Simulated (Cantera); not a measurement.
# Catalytic combustion on Pt

An isothermal plug-flow reactor at 823 K and 3750 Torr (inlet), inlet velocity 0.75 m/s, active area per volume 170 1/m; feed CO : O₂ : N₂ = 0.024 : 0.2 : 0.79 (molar parts), equivalence ratio 0.060.

Cantera simulation using Deutschmann's 1995 Pt surface mechanism with GRI-Mech 3.0 gas chemistry; the numbers are that mechanism's predictions, not measurements. Catalytic surfaces can have several steady states; this one follows from the mechanism file's or the stated starting coverage. Mass transfer to the wall is taken as infinitely fast.

```tsv
z (m)	x CO	x O₂	x H₂O	x CO₂	θ free Pt	θ O*	θ CO*
0.00062	0.0193	0.195	<1e-12	0.00440	0.104	0.0554	0.840
0.001	0.0154	0.194	<1e-12	0.00836	0.131	0.0945	0.774
0.0017	0.00938	0.191	<1e-12	0.0145	0.0466	0.945	0.00865
0.0029	0.00817	0.191	<1e-12	0.0157	0.0353	0.960	0.00425
0.0048	0.00706	0.190	<1e-12	0.0168	0.0301	0.967	0.00266
0.008	0.00586	0.190	<1e-12	0.0180	0.0266	0.972	0.00171
0.013	0.00464	0.190	<1e-12	0.0193	0.0240	0.975	0.00111
0.022	0.00328	0.189	<1e-12	0.0206	0.0220	0.977	0.000650
0.037	0.00200	0.188	<1e-12	0.0219	0.0204	0.979	0.000343
0.062	0.000964	0.188	<1e-12	0.0230	0.0194	0.980	0.000149
```
x: gas mole fraction; θ: surface coverage.
